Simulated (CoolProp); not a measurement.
Vapour-liquid equilibrium of n-hexane (1) + benzene (2) at 169.85 °C; x and y are mole fractions of (1).

Computed with CoolProp (multi-fluid Helmholtz-energy mixture model, Thol 2019 and Thol 2012; pair parameters Bell 2016).

**Question.** Give the bubble pressure and the first vapour's composition at x = 0.05, 0.15, 0.65. Is there an azeotrope?

**Answer.** x = 0.05: 886.7 kPa, y = 0.076; x = 0.15: 938.7 kPa, y = 0.205; x = 0.65: 1074 kPa, y = 0.672. y crosses x between x = 0.85 and 0.95: the model has an azeotrope there.

The pair parameters rest on a limited set of measurements; away from them the model extrapolates.
